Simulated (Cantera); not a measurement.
A closed system holds: 1 mol Si, 0.0046 mol O₂, 50 mol H₂.

These are equilibrium values from Cantera (NASA tables, ideal gas, pure condensed phases), not measurements of a reactor. Candidate condensed phases: H₂O, Si, SiO₂; 18 gas species. Rates play no part.

Stable condensed phases, one row left out:

```
T in °C \ P in Pa
            0.10    0.60     3.6      22     130     770    4600   28000  170000 1000000
   1500        A       A       A       B       B       B       B       B       B       B
   1475        A       A       A       B       B       B       B       B       B       B
   1425        A       A       B       B       B       B       B       B       B       B
   1400        A       A       B       B       B       B       B       B       B       B
   1375        A       A       B       B       B       B       B       B       B       B
   1350        A       A       B       B       B       B       B       B       B       B
   1325        A       B       B       B       B       B       B       B       B       B
   1300        A       B       B       B       B       B       B       B       B       B
```

A: gas only; B: Si.

Problem. Give the row for 1450 °C.

Solution. 0.10: gas only; 0.60: gas only; 3.6: gas only; 22: Si; 130: Si; 770: Si; 4600: Si; 28000: Si; 170000: Si; 1000000: Si.
